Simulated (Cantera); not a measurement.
Charge: 1 mol Cu₂O, 11 mol CO, equilibrated at 4.00 mbar.

Cantera equilibrium calculation (NASA polynomials, part measured and part estimated; ideal gas, pure solids and liquids). Candidate condensed phases: C, Cu, CuO, Cu₂O; 15 gas species. The numbers say what is thermodynamically allowed, not how fast it happens.

What share of the Cu ends up in condensed phases as a function of T (K), at 1373, 1423, 1473, 1523, 1573, 1623, 1673, 1723, 1773, 1823, 1873?


```
T (K)  Cu condensed (%)     as
-----  ----------------  -----
1373               99.9  Cu(l)
1423               99.7  Cu(l)
1473               99.3  Cu(l)
1523               98.3  Cu(l)
1573               96.3  Cu(l)
1623               92.2  Cu(l)
1673               84.2  Cu(l)
1723               68.9  Cu(l)
1773               39.6  Cu(l)
1823                0.0      -
1873                0.0      -
```
